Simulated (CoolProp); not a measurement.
n-hexane at 293.15 K and 0.0121 MPa is throttled through a valve to 0.00439 MPa with no heat exchange. Each further row changes one setting.

The numbers come from the reference Helmholtz-energy equation of state, Thol 2019 in CoolProp.

```json
[
 {"case": "as stated", "temperature change (K)": "…", "final density (kg/m³)": "…"},
 {"case": "outlet pressure 0.00132 MPa", "temperature change (K)": "…", "final density (kg/m³)": "…"},
 {"case": "outlet pressure 0.00571 MPa", "temperature change (K)": "…", "final density (kg/m³)": "…"}
]
```

Question: What belongs in the gaps?

Answer: 
- as stated, temperature change (K): -0.4
- as stated, final density (kg/m³): 0.156
- outlet pressure 0.00132 MPa, temperature change (K): -0.5
- outlet pressure 0.00132 MPa, final density (kg/m³): 0.0468
- outlet pressure 0.00571 MPa, temperature change (K): -0.3
- outlet pressure 0.00571 MPa, final density (kg/m³): 0.203
